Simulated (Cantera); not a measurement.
What does this Cantera script print?

```python
import numpy as np
import cantera as ct

gas_names = """
    Fe FeO O O2 O3 S SO SO2 SO3 S2 S2O S8
""".split()
cond_names = """
    Fe(a) Fe(c) Fe(d) Fe(L) FeO(s) FeO(L) FeS(a) FeS(b) FeS(c) FeS(L) FeSO4(s) FeS2(s) Fe2O3(s)
    Fe2S3O12(s) Fe3O4(s) S(cr1) S(cr2) S(L)
""".split()


# ... load() reads the species with a 1 bar reference pressure and builds the phases ...
atoms = {
    'Fe2O3': {'Fe': 2, 'O': 3},
    'SO2': {'S': 1, 'O': 2},
    'O2': {'O': 2},
}
top_T = {'FeSO4(s)': 950, 'FeS2(s)': 1010, 'Fe2O3(s)': 1830, 'Fe2S3O12(s)': 1100, 'Fe3O4(s)': 1870}  # K; cautious upper limits of use, not melting points


# ... equilibrate(T, P, feed) seeds the gas with the atoms and calls Mixture.equilibrate('TP', solver="vcs", rtol=1e-11, max_steps=5000) ...
results = []
feed = {'Fe2O3': 1, 'SO2': 3, 'O2': 0.042}  # mol
P = 9200  # Pa
for T in [1098, 1148, 1198, 1248, 1298, 1348, 1398, 1448, 1498, 1548]:
    mix = equilibrate(T, P, feed)
    results.append((T, P, feed, dict(zip(mix.species_names, mix.species_moles))))
    x = sorted(zip(gas.X, gas.species_names), reverse=True)
    print(f"T = {T:g} K  P = {P:g} Pa  gas = {mix.phase_moles(0):.4g} mol")
    print("   x: " + "  ".join(f"{s} {v:.3e}" for v, s in x if v > 1e-05))
    print("   condensed (mol): " + ("  ".join(f"{mix.phase(i).name} {mix.phase_moles(i):.4g}"
          for i in range(1, mix.n_phases) if mix.phase_moles(i) > 1e-12) or "none"))
```

Output:

```
T = 1098 K  P = 9200 Pa  gas = 3.019 mol
   x: SO2 9.786e-01  SO3 1.505e-02  O2 6.385e-03
   condensed (mol): Fe2O3(s) 1
T = 1148 K  P = 9200 Pa  gas = 3.026 mol
   x: SO2 9.807e-01  SO3 1.090e-02  O2 8.430e-03
   condensed (mol): Fe2O3(s) 1
T = 1198 K  P = 9200 Pa  gas = 3.03 mol
   x: SO2 9.823e-01  O2 9.973e-03  SO3 7.775e-03
   condensed (mol): Fe2O3(s) 1
T = 1248 K  P = 9200 Pa  gas = 3.034 mol
   x: SO2 9.834e-01  O2 1.107e-02  SO3 5.557e-03
   condensed (mol): Fe2O3(s) 1
T = 1298 K  P = 9200 Pa  gas = 3.036 mol
   x: SO2 9.842e-01  O2 1.183e-02  SO3 4.018e-03
   condensed (mol): Fe2O3(s) 1
T = 1348 K  P = 9200 Pa  gas = 3.038 mol
   x: SO2 9.847e-01  O2 1.235e-02  SO3 2.951e-03
   condensed (mol): Fe2O3(s) 1
T = 1398 K  P = 9200 Pa  gas = 3.039 mol
   x: SO2 9.851e-01  O2 1.272e-02  SO3 2.205e-03
   condensed (mol): Fe2O3(s) 1
T = 1448 K  P = 9200 Pa  gas = 3.046 mol
   x: SO2 9.832e-01  O2 1.504e-02  SO3 1.800e-03
   condensed (mol): Fe2O3(s) 0.9607  Fe3O4(s) 0.02619
T = 1498 K  P = 9200 Pa  gas = 3.174 mol
   x: SO2 9.426e-01  O2 5.489e-02  SO3 2.529e-03
   condensed (mol): Fe2O3(s) 0.1826  Fe3O4(s) 0.5449
T = 1548 K  P = 9200 Pa  gas = 3.205 mol
   x: SO2 9.338e-01  O2 6.405e-02  SO3 2.113e-03
   condensed (mol): Fe3O4(s) 0.6667
```

These are equilibrium values from Cantera (NASA tables, ideal gas, pure condensed phases), not measurements of a reactor. Mutual solubility and eutectic melting of coexisting phases are not modelled.
